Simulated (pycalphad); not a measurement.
CALPHAD calculation (pycalphad, COST 507 light-alloy database (1999)), 1 atm. The data set is of 1999 and partly superseded. Phase fractions are per mole of atoms.

Problem. Give the equilibrium state of Ti-3.05C (at.%) at 1125 K.

Solution. hcp, fraction 0.948, with 1.3 C at.%; fcc, fraction 0.052, with 34.8 C at.%.

Problem. Give the equilibrium state of Ti-3.05C (at.%) at 1500 K.

Solution. 
```
T = 1500.00 K, P = 101325 Pa, N = 1 mol of atoms
G = -87331 J/mol, H = 33751 J/mol, S = 80.72 J/(mol K)  (SER reference)
chemical potentials (J/mol): Ti -82395, C -244252
phase             fraction      x(Ti)       x(C)
BCC_A2              0.9417     0.9883     0.0117
FCC_A1              0.0583     0.6663     0.3337
```

FCC_A1 is fcc; BCC_A2 is bcc. The fcc model also describes the rock-salt carbide or nitride (TiC, TiN, HfC).
